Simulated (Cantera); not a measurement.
A perfectly stirred reactor is fed with CH3OH : O2 : N2 : H2O = 1 : 2.34 : 8.81 : 2.2 (molar parts), equivalence ratio 0.64, at 100000 Pa; it is adiabatic with a 500 K inlet, and is followed from long to short residence time, starting on the burning branch (τ in s: 0.13, 0.046, 0.016, 0.0057, 0.002, 0.00072, 0.00025, 9e-05, 3.2e-05, 1.1e-05).

Model: GRI-Mech 3.0 (53 species, 325 reactions), integrated in Cantera. GRI-Mech 3.0 was tuned for natural gas; its chemistry of methanol as a main component is partial and can be far from experiment.

### Question
Predict: blow-out, bracketed by the residence times tried; x(CH3OH) at τ = 0.130 s; x(O2) at τ = 0.130 s; x(H2O) at τ = 0.130 s; x(NO) at τ = 0.130 s; x(CH3OH) at τ = 0.720 ms; x(O2) at τ = 0.720 ms; x(H2O) at τ = 0.720 ms; x(NO) at τ = 0.720 ms; x(HCN) at τ = 0.720 ms.

### Answer
```
Item                                                                            Result
------------------------------------------------  ------------------------------------
blow-out, bracketed by the residence times tried  burning at 0.720 ms, out at 0.250 ms
x(CH3OH) at τ = 0.130 s                                                        3.51e-6
x(O2) at τ = 0.130 s                                                            0.0565
x(H2O) at τ = 0.130 s                                                            0.282
x(NO) at τ = 0.130 s                                                           4.31e-6
x(CH3OH) at τ = 0.720 ms                                                      0.000133
x(O2) at τ = 0.720 ms                                                           0.0615
x(H2O) at τ = 0.720 ms                                                           0.275
x(NO) at τ = 0.720 ms                                                          1.24e-6
x(HCN) at τ = 0.720 ms                                                         6.00e-9
```
